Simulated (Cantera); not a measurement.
Feed: 1 mol Ti, 0.13 mol CH4, 150 mol H2, equilibrated at 1723 K.

Method: chemical equilibrium by Gibbs-energy minimisation in Cantera with the NASA 1993 tables (ideal gas, pure condensed phases). Candidate condensed phases: C, C6H6, C7H8, C8H18, Ti, TiC; 77 gas species. Mutual solubility and eutectic melting of coexisting phases are not modelled. TiC: taken at fixed stoichiometry. Condensed phases not in the tables: N, O or C dissolved in the metal. The numbers say what is thermodynamically allowed, not how fast it happens.

Question: What share of the Ti ends up in condensed phases as a function of P (Pa), at 10, 28, 77, 220, 600, 1700, 4600, 13000, 36000, 100000?

Answer: 
```tsv
P (Pa)	Ti condensed (%)	as
10	81.0	Ti(β) + TiC(s)
28	93.2	Ti(β) + TiC(s)
77	97.5	Ti(β) + TiC(s)
220	99.1	Ti(β) + TiC(s)
600	99.7	Ti(β) + TiC(s)
1700	99.9	Ti(β) + TiC(s)
4600	100.0	Ti(β) + TiC(s)
13000	100.0	Ti(β) + TiC(s)
36000	100.0	Ti(β) + TiC(s)
100000	100.0	Ti(β) + TiC(s)
```
